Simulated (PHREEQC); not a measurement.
H2SO4 is added in steps, without added water, to 1 kg of water holding 170 mmol/kgw KOH, 0.044 mmol/kgw Na2SiO3 and 2.7 mmol/kgw K3PO4, at 25 °C. Oxygen alone is held at its pressure in air (log pO2 = -0.68). CO2 from the air is kept out. The run lets Chalcedony precipitate or redissolve, and no other solid.

Base run: PHREEQC, ion-association model, phreeqc.dat. Each further column changes one thing. The table gives H3SiO4- (mol/kgw).

| H2SO4 added (mol) | base | all activity coefficients set to 1 | metal-ligand complexes left out | Davies equation for every ion | database wateq4f.dat |
|---|---|---|---|---|---|
| 0 | 1.53e-5 | [?] | 1.53e-5 | 1.44e-5 | 1.52e-5 |
| 0.01238 | 1.69e-5 | 2.22e-5 | 1.69e-5 | [?] | 1.68e-5 |
| 0.01856 | 1.78e-5 | [?] | 1.78e-5 | 1.69e-5 | 1.77e-5 |
| 0.03094 | 2.00e-5 | 2.53e-5 | 1.99e-5 | 1.90e-5 | 1.99e-5 |
| 0.03712 | 2.13e-5 | 2.66e-5 | 2.12e-5 | 2.03e-5 | 2.12e-5 |
| 0.0495 | 2.45e-5 | 2.96e-5 | 2.44e-5 | 2.35e-5 | 2.44e-5 |
| 0.06187 | 2.89e-5 | 3.33e-5 | 2.88e-5 | 2.80e-5 | 2.88e-5 |
| 0.06806 | 3.17e-5 | 3.54e-5 | 3.16e-5 | 3.09e-5 | 3.16e-5 |
| 0.08044 | 3.92e-5 | 4.06e-5 | 3.92e-5 | [?] | 3.91e-5 |
| 0.08662 | 2.65e-7 | 3.95e-7 | [?] | 2.66e-7 | 2.65e-7 |
| 0.099 | 1.64e-12 | 1.52e-12 | 1.91e-12 | 1.66e-12 | 1.67e-12 |

**Question.** Fill in the missing entries.

**Answer.** 
- 0, all activity coefficients set to 1: 2.04e-5
- 0.01238, Davies equation for every ion: 1.60e-5
- 0.01856, all activity coefficients set to 1: 2.31e-5
- 0.08044, Davies equation for every ion: 3.88e-5
- 0.08662, metal-ligand complexes left out: 2.82e-7

 H3PO4, which wateq4f.dat lacks, is added to it with the constant of phreeqc.dat. phreeqc.dat and wateq4f.dat share most of their constants, so their agreement is no independent check. Solids allowed in the column 'database wateq4f.dat': SiO2(a), Mirabilite.
